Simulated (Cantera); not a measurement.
Feed: 1 mol SiC, 4.3 mol N2O, 2.1 mol H2, held at 1223.15 K and 0.000410 bar.

Equilibrium computed with Cantera from the NASA thermochemical tables; the gas is ideal and each condensed phase is pure. Candidate condensed phases: C, C6H6, C7H8, C8H18, H2O, Si, SiC, SiO2, Si2N2O, Si3N4; 151 gas species. The tables hold silica as quartz up to 1696 K and as liquid above; real silica turns to tridymite and cristobalite and melts near 1996 K. Rates play no part.

Base state: N2 0.581, H2 0.156, H2O 0.127, CO 0.0868, CO2 0.0483 (mole fractions); condensed: SiO2(β-quartz).

### Question
What changes in the equilibrium state with this change: N2O from 4.3 to 1.6 mol?

### Answer
```json
[
 {"species": "H2", "before": "0.156", "after": "0.496"},
 {"species": "N2", "before": "0.581", "after": "0.268"},
 {"species": "CO", "before": "0.0868", "after": "0.236"},
 {"species": "CO2", "before": "0.0483", "after": "2.87e-6"},
 {"species": "H2O", "before": "0.127", "after": "8.82e-6"},
 {"species": "SiO", "before": "<1e-9", "after": "1.21e-5"},
 {"species": "H", "before": "5.89e-6", "after": "1.05e-5"},
 {"species": "SiO2(β-quartz), mol", "before": "1.00", "after": "0.0666"},
 {"species": "Si2N2O(s), mol", "before": "0", "after": "0.467"}
]
```
Mutual solubility and eutectic melting of coexisting phases are not modelled.
